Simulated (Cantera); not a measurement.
A Cantera script and what it prints.

```python
import numpy as np
import cantera as ct

gas_names = [...]  # 95 gases of nasa_gas.yaml made of C, F, H
cond_names = """
    C(gr) C6H6(L) C7H8(L) C8H18(L),n-octa
""".split()


# ... load() reads the species with a 1 bar reference pressure and builds the phases ...
atoms = {
    'CF4': {'C': 1, 'F': 4},
    'CH4': {'C': 1, 'H': 4},
}
top_T = {'C(gr)': 4500}  # K; cautious upper limits of use, not melting points


# ... equilibrate(T, P, feed) seeds the gas with the atoms and calls Mixture.equilibrate('TP', solver="vcs", rtol=1e-11, max_steps=5000) ...
results = []
T = 2150  # K
P = 10000  # Pa
for m in [0.16, 0.2, 0.25, 0.31, 0.39, 0.48, 0.6, 0.75, 0.94, 1.2, 1.5]:
    feed = {'CF4': 1, 'CH4': m}  # mol
    mix = equilibrate(T, P, feed)
    results.append((T, P, feed, dict(zip(mix.species_names, mix.species_moles))))

top = {s: max(r[3][s] / sum(r[3][g] for g in gas_names) for r in results) for s in gas_names}
cols = sorted((s for s in top if top[s] > 0.0001), key=lambda s: -top[s])[:9]
seen = [c for c in cond_names if any(r[3].get(c, 0) > 1e-12 for r in results)]
print("log10 of partial pressures in bar; condensed amounts in mol")
print(f"{'n(CH4)':>10s}" + "".join(f"{s[:9]:>10s}" for s in cols + seen))
for T, P, feed, n in results:
    ng = sum(n[g] for g in gas_names)
    print(f"{feed['CH4']:10.4g}" + "".join(f"{np.log10(max(n[s] / ng * P / 1e5, 1e-99)):10.3f}" for s in cols)
          + "".join(f"{n.get(c, 0):10.4g}" for c in seen))
```

It prints:

```
log10 of partial pressures in bar; condensed amounts in mol
    n(CH4)        HF       CF4        H2       CF2         F       CF3         H C2H2,acet        CF     C(gr)
      0.16    -1.389    -1.313    -8.413    -2.109    -2.698    -3.113    -6.581   -11.125    -4.733    0.2636
       0.2    -1.325    -1.370    -8.255    -2.137    -2.712    -3.155    -6.503   -10.968    -4.747    0.3434
      0.25    -1.265    -1.439    -8.102    -2.171    -2.729    -3.207    -6.426   -10.815    -4.764    0.4434
      0.31    -1.212    -1.520    -7.956    -2.212    -2.749    -3.268    -6.353   -10.669    -4.785     0.564
      0.39    -1.161    -1.629    -7.799    -2.267    -2.777    -3.350    -6.275   -10.512    -4.812    0.7254
      0.48    -1.120    -1.756    -7.653    -2.330    -2.808    -3.445    -6.202   -10.366    -4.844    0.9081
       0.6    -1.080    -1.942    -7.480    -2.423    -2.855    -3.585    -6.115   -10.193    -4.890     1.153
      0.75    -1.045    -2.239    -7.261    -2.572    -2.929    -3.808    -6.005    -9.974    -4.964     1.464
      0.94    -1.012    -3.079    -6.775    -2.992    -3.139    -4.437    -5.762    -9.487    -5.174     1.867
       1.2    -1.042   -12.646    -2.053    -7.775    -5.531   -11.612    -3.401    -4.765    -7.566     2.198
       1.5    -1.098   -13.560    -1.708    -8.232    -5.759   -12.298    -3.229    -4.420    -7.795     2.496
```

Equilibrium computed with Cantera from the NASA thermochemical tables; the gas is ideal and each condensed phase is pure. Gases not in the tables: C2F6 and larger saturated fluorocarbons.
